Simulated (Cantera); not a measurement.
**Counterflow diffusion flame**

A counterflow diffusion flame at 100000 Pa, nozzles 20 mm apart: fuel side CH₄ : C₂H₆ : C₃H₈ = 1 : 0.083 : 0.038 (molar parts) at 550 K, oxidiser side O₂ : N₂ = 0.27 : 0.73 (molar parts) at 725 K, fuel mass flux 0.76 times the oxidiser's; mixture-averaged transport, no radiation.

Model: GRI-Mech 3.0 (53 species, 325 reactions), integrated in Cantera. GRI-Mech 3.0 has no aromatics or soot, which form on the fuel side of real flames. The maximum strain rate includes the flame's own expansion and is several times the mean.

```json
[
 {"oxidiser flux (kg/m²/s)": "0.25", "max strain (1/s)": "246", "mean strain (1/s)": "50.0", "T max (K)": "2434", "peak x OH": "0.0170", "peak x H": "0.00762", "peak x NO": "0.000805", "peak x CO": "0.101", "peak x C₂H₂": "0.0301"},
 {"oxidiser flux (kg/m²/s)": "0.37", "max strain (1/s)": "351", "mean strain (1/s)": "74.0", "T max (K)": "2405", "peak x OH": "0.0170", "peak x H": "0.00804", "peak x NO": "0.000680", "peak x CO": "0.0987", "peak x C₂H₂": "0.0294"},
 {"oxidiser flux (kg/m²/s)": "0.54", "max strain (1/s)": "495", "mean strain (1/s)": "108", "T max (K)": "2381", "peak x OH": "0.0170", "peak x H": "0.00842", "peak x NO": "0.000586", "peak x CO": "0.0961", "peak x C₂H₂": "0.0285"},
 {"oxidiser flux (kg/m²/s)": "0.79", "max strain (1/s)": "701", "mean strain (1/s)": "158", "T max (K)": "2362", "peak x OH": "0.0169", "peak x H": "0.00882", "peak x NO": "0.000512", "peak x CO": "0.0939", "peak x C₂H₂": "0.0276"},
 {"oxidiser flux (kg/m²/s)": "1.2", "max strain (1/s)": "1030", "mean strain (1/s)": "240", "T max (K)": "2345", "peak x OH": "0.0167", "peak x H": "0.00928", "peak x NO": "0.000443", "peak x CO": "0.0918", "peak x C₂H₂": "0.0266"},
 {"oxidiser flux (kg/m²/s)": "1.7", "max strain (1/s)": "1420", "mean strain (1/s)": "340", "T max (K)": "2328", "peak x OH": "0.0165", "peak x H": "0.00961", "peak x NO": "0.000386", "peak x CO": "0.0900", "peak x C₂H₂": "0.0255"},
 {"oxidiser flux (kg/m²/s)": "2.5", "max strain (1/s)": "2030", "mean strain (1/s)": "500", "T max (K)": "2305", "peak x OH": "0.0160", "peak x H": "0.00987", "peak x NO": "0.000321", "peak x CO": "0.0882", "peak x C₂H₂": "0.0240"},
 {"oxidiser flux (kg/m²/s)": "3.7", "max strain (1/s)": "2920", "mean strain (1/s)": "740", "T max (K)": "2279", "peak x OH": "0.0154", "peak x H": "0.0100", "peak x NO": "0.000254", "peak x CO": "0.0866", "peak x C₂H₂": "0.0221"}
]
```
x: mole fraction; the columns are a selection and need not sum to one.
